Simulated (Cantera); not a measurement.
Charge: 1 mol Si, 2.1 mol H2O, 2.4 mol N2, 0.37 mol N2O, equilibrated at 952 °C and 49.0 Pa.

These are equilibrium values from Cantera (NASA tables, ideal gas, pure condensed phases), not measurements of a reactor. Candidate condensed phases: H2O, Si, SiO2, Si2N2O, Si3N4; 35 gas species. The tables hold silica as quartz up to 1696 K and as liquid above; real silica turns to tridymite and cristobalite and melts near 1996 K. The numbers say what is thermodynamically allowed, not how fast it happens.

Base state: N2 0.569, H2 0.335, H2O 0.0965 (mole fractions); condensed: SiO2(β-quartz).

What changes in the equilibrium state with this change: H2O from 2.1 to 0.23 mol?


```json
[
 {"species": "N2", "before": "0.569", "after": "0.909"},
 {"species": "H2", "before": "0.335", "after": "0.0908"},
 {"species": "H2O", "before": "0.0965", "after": "2.59e-6"},
 {"species": "SiO2(β-quartz), mol", "before": "1.00", "after": "0.0667"},
 {"species": "Si2N2O(s), mol", "before": "0", "after": "0.467"}
]
```
Mutual solubility and eutectic melting of coexisting phases are not modelled.
